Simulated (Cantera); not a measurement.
What does this Cantera script print?

```python
import numpy as np
import cantera as ct

gas_names = """
    Mg MgO MgS Mg2 O O2 O3 S SO SO2 SO3 S2 S2O S8
""".split()
cond_names = """
    Mg(cr) Mg(L) MgO(s) MgO(L) MgS(s) MgSO4(s) MgSO4(L) S(cr1) S(cr2) S(L)
""".split()


# ... load() reads the species with a 1 bar reference pressure and builds the phases ...
atoms = {
    'MgO': {'Mg': 1, 'O': 1},
    'SO3': {'S': 1, 'O': 3},
    'O2': {'O': 2},
}
top_T = {'MgS(s)': 2250}  # K; cautious upper limits of use, not melting points


# ... equilibrate(T, P, feed) seeds the gas with the atoms and calls Mixture.equilibrate('TP', solver="vcs", rtol=1e-11, max_steps=5000) ...
results = []
feed = {'MgO': 1, 'SO3': 1.4, 'O2': 3.6}  # mol
P = 29000  # Pa
for T in [625, 725, 825, 925, 1025, 1125, 1225, 1325, 1425, 1525, 1625, 1725, 1825]:
    mix = equilibrate(T, P, feed)
    results.append((T, P, feed, dict(zip(mix.species_names, mix.species_moles))))

top = {s: max(r[3][s] / sum(r[3][g] for g in gas_names) for r in results) for s in gas_names}
cols = sorted((s for s in top if top[s] > 1e-06), key=lambda s: -top[s])[:6]
seen = [c for c in cond_names if any(r[3].get(c, 0) > 1e-12 for r in results)]
print("log10 of partial pressures in bar; condensed amounts in mol")
print(f"{'T/K':>10s}" + "".join(f"{s[:9]:>10s}" for s in cols + seen))
for T, P, feed, n in results:
    ng = sum(n[g] for g in gas_names)
    print(f"{T:10.4g}" + "".join(f"{np.log10(max(n[s] / ng * P / 1e5, 1e-99)):10.3f}" for s in cols)
          + "".join(f"{n.get(c, 0):10.4g}" for c in seen))
```

Result:

```
log10 of partial pressures in bar; condensed amounts in mol
       T/K        O2       SO2       SO3         O        SO    MgO(s)  MgSO4(s)
       625    -0.583    -4.588    -1.538   -17.988   -25.498         0         1
       725    -0.583    -3.454    -1.543   -15.090   -20.875         0         1
       825    -0.583    -2.627    -1.576   -12.891   -17.406         0         1
       925    -0.583    -2.075    -1.695   -11.164   -14.782         0         1
      1025    -0.582    -1.779    -1.938    -9.773   -12.820         0         1
      1125    -0.582    -1.652    -2.251    -8.627   -11.323         0         1
      1225    -0.581    -1.601    -2.568    -7.667   -10.127         0         1
      1325    -0.661    -1.165    -2.482    -6.890    -8.678         1         0
      1425    -0.660    -1.157    -2.740    -6.188    -7.835         1         0
      1525    -0.660    -1.153    -2.965    -5.577    -7.105         1         0
      1625    -0.660    -1.151    -3.164    -5.041    -6.467         1         0
      1725    -0.660    -1.150    -3.339    -4.566    -5.903         1         0
      1825    -0.660    -1.149    -3.495    -4.144    -5.402         1         0
```

Equilibrium computed with Cantera from the NASA thermochemical tables; the gas is ideal and each condensed phase is pure.
